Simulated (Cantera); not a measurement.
Mixture: CH3OH : O2 : N2 = 1 : 2.34 : 8.81 (molar parts), equivalence ratio 0.64, at 1.00 bar, adiabatic and at constant volume. Ignition delay is the time to a rise of 400 K.

Detailed kinetics in Cantera: GRI-Mech 3.0 (53 species, 325 reactions). GRI-Mech 3.0 was tuned for natural gas; its chemistry of methanol as a main component is partial and can be far from experiment.

Predict: delay at 1025 K; delay at 1225 K; delay at 1425 K; delay at 1625 K; delay at 1825 K; apparent activation energy between 1625 and 1825 K.


```json
{
  "delay at 1025 K": "0.311 s",
  "delay at 1225 K": "6.87 ms",
  "delay at 1425 K": "0.501 ms",
  "delay at 1625 K": "82.4 µs",
  "delay at 1825 K": "21.9 µs",
  "apparent activation energy between 1625 and 1825 K": "160 kJ/mol"
}
```
